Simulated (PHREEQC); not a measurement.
Solution (25 °C): 0.11 mol/kgw HF, 0.00054 mol/kgw KF, 0.0033 mol/kgw (NH4)2SiF6 and 0.0034 mol/kgw H2SO4. Closed to the air; pH follows from the charge balance.

Computed with PHREEQC (ion-association model, phreeqc.dat).

Q: The ionic strength comes out as 0.0260 mol/kgw. What activity coefficients do F-, NH4+, SiF6-2, NH4SO4-, K+ get?

A: F- 0.85, NH4+ 0.85, SiF6-2 0.55, NH4SO4- 0.86, K+ 0.85.

This is a speciation only: nothing precipitates in the calculation. SiF6-2 is the database's only silicon fluoride.
